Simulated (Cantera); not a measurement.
Input: 1 mol SiC, 0.032 mol N2O, 700 mol H2, held at 1750 °C and 75.0 Torr.

These are equilibrium values from Cantera (NASA tables, ideal gas, pure condensed phases), not measurements of a reactor. Gases not in the tables: Si2H6 and higher silanes. Kinetics and transport are ignored.

| species | before | after |
|---|---|---|
| H2 | 0.994 | 0.880 |
| H | 0.00599 | 0.118 |
| Si | 0.000131 | 0.00128 |
| CH4 | 1.02e-5 | 6.10e-8 |
| SiC2 | 4.04e-7 | 4.32e-5 |
| SiH2 | 2.77e-5 | 5.51e-7 |
| C2H2 (acetylene) | 5.95e-5 | 0.000576 |
| SiH | 2.66e-5 | 1.17e-5 |
| HCN | 2.39e-5 | 5.13e-5 |
| SiC(s), mol | 0.859 | 0 |
Gas species are given as mole fractions.

Task: Which change was made?
(A) temperature from 1750 °C to 1277 °C
(B) pressure from 75.0 Torr to 0.173 Torr
(C) H2 from 700 to 4.3 mol
(D) temperature from 1750 °C to 1002 °C

Result: B, pressure from 75.0 Torr to 0.173 Torr
